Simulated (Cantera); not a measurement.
Gas-phase reforming

An isothermal, constant-pressure homogeneous reactor starts with CH₄ : H₂O = 1 : 1.9 (molar parts), at 1598 K and 101000 Pa.

Model: GRI-Mech 3.0 (53 species, 325 reactions), integrated in Cantera.

```csv
t (s),x CH₄,x H₂O,x C₂H,x H₂,x CH₂CO,x HCO
1.00e-6,0.345,0.655,<1e-12,2.03e-6,<1e-12,<1e-12
3.73e-6,0.345,0.655,<1e-12,8.21e-6,<1e-12,<1e-12
1.39e-5,0.345,0.655,<1e-12,3.14e-5,<1e-12,<1e-12
5.18e-5,0.345,0.655,<1e-12,0.000123,<1e-12,2.35e-12
0.000193,0.344,0.655,<1e-12,0.000558,3.24e-11,7.63e-11
0.000720,0.340,0.654,1.47e-11,0.00306,9.88e-9,9.08e-10
0.00268,0.322,0.648,8.06e-10,0.0199,1.66e-6,3.46e-9
0.0100,0.266,0.620,7.09e-9,0.0831,2.52e-5,2.44e-9
0.0373,0.174,0.567,1.67e-8,0.193,5.19e-5,1.43e-9
0.139,0.0831,0.500,2.38e-8,0.312,5.84e-5,1.11e-9
0.518,0.0441,0.410,2.00e-8,0.412,3.80e-5,2.09e-9
1.93,0.0321,0.298,8.98e-9,0.507,1.28e-5,4.62e-9
7.20,0.0173,0.211,2.04e-9,0.584,2.23e-6,7.37e-9
26.8,0.00455,0.174,1.20e-10,0.620,1.52e-7,8.67e-9
100,0.000302,0.167,<1e-12,0.628,3.91e-9,8.91e-9
```
x: mole fraction; the columns are a selection and need not sum to one.

Equilibrium at this temperature and pressure: CH₄ 4.08e-7, H₂O 0.167, C₂H <1e-12, H₂ 0.629, CH₂CO 4.78e-12, HCO 8.95e-9 (gas phase only).
